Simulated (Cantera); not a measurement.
**Diamond growth**

A diamond (100) surface in a fixed gas of H2 with x(CH4) = 0.0079, x(H) = 0.014, x(CH3) = 0.0011, at 1300 K; coverages are run to steady state.

Detailed kinetics in Cantera: the Harris–Goodwin 1993 mechanism for the reconstructed diamond (100) surface.

```csv
P (Pa),growth (µm/h),θ c6HH,θ c6H*,θ c6*H,θ c6**,θ c6HM
440,0.724,0.379,0.0492,0.525,0.0452,0.000231
700,1.28,0.378,0.0492,0.525,0.0452,0.000369
1100,2.27,0.378,0.0492,0.525,0.0451,0.000577
1800,4.34,0.378,0.0492,0.525,0.0451,0.000927
2800,8.01,0.378,0.0491,0.524,0.0450,0.00140
4400,15.4,0.377,0.0491,0.523,0.0450,0.00208
6900,30.2,0.377,0.0491,0.522,0.0449,0.00302
11000,61.1,0.376,0.0491,0.521,0.0448,0.00429
```
θ: site fractions in the mechanism's names (c6HH fully hydrogenated, c6H* and c6*H radical sites, c6** diradical, c6HM methylated).
